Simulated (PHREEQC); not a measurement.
**Copper plating or etch bath with acid rinse or clean**

Solution A (0.021 mol/kgw Cu(BF4)2, 0.013 mol/kgw HCl and 0.2 mol/kgw H3BO3) is mixed with solution B (0.12 mol/kgw H2SO4, 0.0015 mol/kgw NaCl and 9.9e-05 mol/kgw CuCl2) at 90 °C; shares are by mass of water, 1 kg in all. O2 is buffered at 0.21 atm. No CO2 enters from the air. Solids allowed: Halite. Others were left out.

Computed with PHREEQC (ion-association model, phreeqc.dat).

```
share of solution B    pH  HSO4- (mol/kgw)  Cu+2 (mol/kgw)
-------------------  ----  ---------------  --------------
0                    1.92                0          0.0182
0.1                  1.67          0.00921          0.0157
0.2                  1.52           0.0199          0.0137
0.3                  1.41           0.0312          0.0119
0.4                  1.32           0.0428          0.0103
0.5                  1.25           0.0546         0.00860
0.6                  1.19           0.0664         0.00694
0.7                  1.14           0.0784         0.00527
0.8                  1.09           0.0904         0.00357
0.9                  1.05            0.102         0.00185
1                    1.00            0.115         8.48e-5
```

Complexes and solids missing from the database can't appear. Away from 25 °C the constants follow the database's enthalpies or fits; those with neither stay at their 25 °C values. Real BF4- forms and hydrolyses slowly; the run takes it at equilibrium.
